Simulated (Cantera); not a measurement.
Charge: 1 mol Cu, 0.32 mol NH₃, 1.6 mol N₂, held at 1450 °C and 2.90 mbar.

Cantera equilibrium calculation (NASA polynomials, part measured and part estimated; ideal gas, pure solids and liquids). Candidate condensed phases: Cu; 11 gas species. The numbers say what is thermodynamically allowed, not how fast it happens.

Base state: N₂ 0.727, H₂ 0.198, Cu 0.0737, H 0.00151, Cu₂ 9.97e-5 (mole fractions); condensed: Cu(l).

What changes in the equilibrium state with this change: temperature from 1450 °C to 1100 °C?


```csv
species,before,after
N₂,0.727,0.785
H₂,0.198,0.214
Cu,0.0737,0.000273
Cu₂,9.97e-5,4.34e-8
H,0.00151,2.87e-5
"Cu(l), mol",0.821,0.999
```

What changes in the equilibrium state with this change: 0.51 mol CO₂ added?


```tsv
species	before	after
N₂	0.727	0.592
CO	0	0.108
H₂O	0	0.108
H₂	0.198	0.0528
CO₂	0	0.0633
Cu	0.0737	0.0737
OH	0	8.76e-5
H	0.00151	0.000779
Cu₂	9.97e-5	9.97e-5
Cu(l), mol	0.821	0.780
```
Further candidate phases: C, C₆H₆, C₇H₈, C₈H₁₈, CuO, Cu(OH)₂, Cu₂O, H₂O.
